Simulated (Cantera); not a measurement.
Input: 1 mol B2H6, 12 mol NH3, 16 mol H2, equilibrated at 1977 °C and 46.0 Pa.

Equilibrium computed with Cantera from the NASA thermochemical tables; the gas is ideal and each condensed phase is pure. Candidate condensed phases: B, BN; 15 gas species. The feed counts by its element totals alone. The tables' values for BH2 are old estimates; treat these amounts as uncertain. Kinetics and transport are ignored.

Base state: H2 0.600, H 0.268, N2 0.119, B 0.0116, BH2 0.00100, BH 0.000195, BN 5.27e-5 (mole fractions); condensed: B(s).

Question: What changes in the equilibrium state with this change: temperature from 1977 °C to 952 °C?

Answer: 
```
species       before    after
----------  --------  -------
H2             0.600    0.881
N2             0.119    0.119
H              0.268  1.36e-5
B             0.0116    <1e-9
BH2          0.00100    <1e-9
BH          0.000195    <1e-9
BN           5.27e-5    <1e-9
B(s), mol       1.35        0
BN(s), mol         0     2.00
```
